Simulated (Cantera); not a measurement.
A diamond (100) surface in a fixed gas of H2 with x(CH4) = 0.0022, x(H) = 0.00032, x(CH3) = 0.00018, at 1298 K; coverages are run to steady state.

Model: the Harris–Goodwin 1993 mechanism for the reconstructed diamond (100) surface, integrated in Cantera.

θ: site fractions in the mechanism's names (c6HH fully hydrogenated, c6H* and c6*H radical sites, c6** diradical, c6HM methylated).

```csv
P (Pa),growth (µm/h),θ c6HH,θ c6H*,θ c6*H,θ c6**,θ c6HM
640,[?],0.508,0.0407,0.437,0.0141,3.15e-5
980,[?],0.508,0.0407,0.436,0.0140,4.91e-5
1500,[?],0.508,0.0407,0.436,0.0139,7.69e-5
2300,[?],0.508,0.0406,0.436,0.0139,0.000121
3600,[?],0.508,0.0406,0.436,0.0138,0.000193
5500,[?],0.508,0.0406,0.435,0.0137,0.000300
8500,[?],0.508,0.0406,0.435,0.0136,0.000469
13000,[?],0.507,0.0406,0.435,0.0136,0.000723
```

Task: Fill in the missing entries.

Result: 
- 640, growth (µm/h): 0.0121
- 980, growth (µm/h): 0.0252
- 1500, growth (µm/h): 0.0507
- 2300, growth (µm/h): 0.0982
- 3600, growth (µm/h): 0.188
- 5500, growth (µm/h): 0.338
- 8500, growth (µm/h): 0.601
- 13000, growth (µm/h): 1.04
